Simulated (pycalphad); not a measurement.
Source of the numbers: pycalphad with the COST 507 light-alloy database (1999); pressure 1 atm. The data set is of 1999 and partly superseded. Phase fractions are per mole of atoms.

Give the equilibrium state of Al-0.32Si-0.58C (at.%) at 1052 °C.

LIQUID, fraction 0.986, with 0.32 Si, <0.01 C at.%; AL4C3, fraction 0.014, with 0.01 Si, 42.9 C at.%.

Give the equilibrium state of Al-0.32Si-0.58C (at.%) at 602 °C.

FCC_A1, fraction 0.987, with 0.24 Si, <0.01 C at.%; AL8SIC7, fraction 0.013, with 6.2 Si, 43.8 C at.%.

Database names, with the compositions (at.%) that they take in these runs: AL4C3: Al 57 C 43; AL8SIC7: Al 50 C 44 Si 6. FCC_A1 is fcc.
